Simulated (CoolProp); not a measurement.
Properties of octamethylcyclotetrasiloxane (D4) along the isobar 28.8 bar.

Values from CoolProp's reference Helmholtz-energy equation of state, Thol 2015.

```csv
T (K),phase,density (kg/m³),cp (kJ/(kg K)),cv (kJ/(kg K)),isothermal compressibility (1/MPa),fugacity coefficient
396.1,liquid,843.5,1.859,1.587,0.003356,0.009649
404.5,liquid,833.6,1.878,1.607,0.003638,0.01274
413,liquid,823.4,1.897,1.627,0.003953,0.01661
421.5,liquid,813.1,1.916,1.647,0.004306,(withheld)
430,liquid,802.7,1.936,1.668,0.004699,(withheld)
438.4,liquid,792.3,1.955,(withheld),0.005136,0.03362
446.9,liquid,781.6,1.975,1.708,0.005633,0.04147
455.4,liquid,770.8,1.994,1.728,0.006197,0.05056
```

Q: Fill in the missing entries.

A: 
- 421.5, fugacity coefficient: 0.02133
- 430, fugacity coefficient: 0.02699
- 438.4, cv (kJ/(kg K)): 1.687
